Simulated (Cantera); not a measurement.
A perfectly stirred reactor is fed with 17.2 % C2H6, 82.8 % N2, at 0.000220 bar; it is held at 1323 K, and followed from long to short residence time.

Cantera simulation using GRI-Mech 3.0 (53 species, 325 reactions); the numbers are that mechanism's predictions, not measurements. GRI-Mech 3.0 stops at C3 and has no aromatics, soot or wall deposition, so with more carbon than oxygen in the feed, carbon stays in small species such as C2H2 where larger ones or solid carbon would form. Radical loss at walls, strong at low pressure, is not modelled.

Predict: x(C2H6) at τ = 0.830 s; x(H2) at τ = 0.830 s; x(HCN) at τ = 0.830 s; x(C2H2) at τ = 0.830 s; x(C2H) at τ = 0.830 s; x(C2H6) at τ = 17.0 ms; x(H2) at τ = 17.0 ms; x(C2H2) at τ = 17.0 ms.

x(C2H6) at τ = 0.830 s: 0.0653
x(H2) at τ = 0.830 s: 0.0586
x(HCN) at τ = 0.830 s: 1.76e-8
x(C2H2) at τ = 0.830 s: 0.0126
x(C2H) at τ = 0.830 s: 1.37e-8
x(C2H6) at τ = 17.0 ms: 0.172
x(H2) at τ = 17.0 ms: 0.000191
x(C2H2) at τ = 17.0 ms: 6.40e-8
